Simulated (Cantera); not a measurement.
Input (Python, Cantera):

```python
import numpy as np
import cantera as ct

gas = ct.Solution("gri30.yaml")
gas.TPX = 600, 18000, {'CO': 1, 'H2': 0.089, 'CH4': 0.081, 'O2': 0.505, 'N2': 1.9}
flame = ct.FreeFlame(gas, width=0.13)
flame.set_refine_criteria(ratio=3, slope=0.08, curve=0.16)
flame.transport_model = "mixture-averaged"
flame.solve(loglevel=0, auto=True)
z, T = flame.grid, flame.T
thick = (T[-1] - T[0]) / np.gradient(T, z).max()
show = ['CO', 'H2', 'CH4', 'CH2O', 'C2H4', 'C2H']
print(f"laminar burning velocity  {flame.velocity[0] * 100:.3f} cm/s")
print(f"burnt temperature         {T[-1]:.1f} K")
print(f"thermal thickness         {thick * 1e3:.4f} mm")
print(f"grid points               {len(z)}")
z0 = z[flame.heat_release_rate.argmax()]
print(f"{'z/mm':>9s}{'T/K':>9s}{'u/(m/s)':>9s}" + "".join(f"{s:>11s}" for s in show))
rows = []
for k in (-3, -2, -1.5, -1, -0.5, -0.25, 0, 0.25, 0.5, 1, 2, 4, 8):
    zz = z0 + k * thick
    rows.append([k * thick, np.interp(zz, z, T), np.interp(zz, z, flame.velocity),
                 *(np.interp(zz, z, flame.X[gas.species_index(s)]) for s in show)])
    print(f"{rows[-1][0] * 1e3:9.3f}{rows[-1][1]:9.1f}{rows[-1][2]:9.3f}" + "".join(f"{x:11.3e}" for x in rows[-1][3:]))
```

Result:

```
laminar burning velocity  282.311 cm/s
burnt temperature         2407.5 K
thermal thickness         2.7410 mm
grid points               190
     z/mm      T/K  u/(m/s)         CO         H2        CH4       CH2O       C2H4        C2H
   -8.223    600.0    2.823  2.797e-01  2.490e-02  2.266e-02  3.201e-13 -2.551e-16  3.795e-36
   -5.482    600.0    2.823  2.797e-01  2.490e-02  2.266e-02  5.641e-11  2.218e-15 -5.498e-33
   -4.112    600.0    2.823  2.797e-01  2.490e-02  2.266e-02  2.971e-09  1.880e-13  1.441e-30
   -2.741    600.6    2.826  2.797e-01  2.495e-02  2.265e-02  3.970e-07  1.503e-10  1.065e-24
   -1.371    643.7    3.031  2.776e-01  2.545e-02  2.246e-02  1.458e-05  2.685e-07  1.165e-17
   -0.685    801.4    3.786  2.720e-01  2.599e-02  2.014e-02  5.824e-05  2.854e-06  2.379e-14
    0.000   1197.0    5.679  2.591e-01  2.270e-02  5.679e-03  1.942e-04  5.657e-06  9.492e-11
    0.685   1400.6    6.605  2.257e-01  1.207e-02  1.060e-04  7.745e-06  1.695e-08  5.801e-12
    1.371   1484.4    6.932  1.960e-01  9.445e-03  5.907e-07  5.263e-08  6.233e-12  6.812e-15
    2.741   1582.9    7.294  1.676e-01  1.049e-02  1.181e-10  1.539e-10  1.024e-16  3.613e-19
    5.482   1682.5    7.679  1.590e-01  1.142e-02  6.015e-16  9.443e-11  6.303e-24  2.642e-23
   10.964   1795.7    8.127  1.598e-01  1.150e-02  1.503e-16  7.239e-11  6.080e-25  3.999e-23
   21.928   1928.2    8.640  1.587e-01  1.107e-02  5.302e-17  6.504e-11  2.275e-25  7.593e-23
```

Model: GRI-Mech 3.0 (53 species, 325 reactions), integrated in Cantera. Burning velocities carry a grid error of a few per cent, more on coarse grids.
